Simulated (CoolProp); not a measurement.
R125 at several states: density (kg/m³) from the reference equation and from simpler models built on Tc = 339.2 K, pc = 3618 kPa, ω = 0.305; each cubic takes its own stable root.

Computed with CoolProp (reference Helmholtz-energy equation of state, Lemmon 2005).

```json
[
 {"T (K)": "246.6", "p (kPa)": "9180", "phase": "liquid", "reference": "1469"},
 {"T (K)": "267.5", "p (kPa)": "151", "phase": "gas", "reference": "8.434"},
 {"T (K)": "228.9", "p (kPa)": "10.6", "phase": "gas", "reference": "0.6712"}
]
```

Problem. How far does each simpler model (van der Waals, Redlich-Kwong, Soave-Redlich-Kwong, Peng-Robinson) lie from the reference over these 3 states: mean and median of the absolute difference, and the worst?

Solution. 
- van der Waals: mean 12.7 %, median 1.2 %, worst -36.7 % at 246.6 K and 9180 kPa
- Redlich-Kwong: mean 3.9 %, median 0.6 %, worst -11.0 % at 246.6 K and 9180 kPa
- Soave-Redlich-Kwong: mean 2.7 %, median 0.3 %, worst -7.8 % at 246.6 K and 9180 kPa
- Peng-Robinson: mean 1.4 %, median 0.1 %, worst +3.9 % at 246.6 K and 9180 kPa
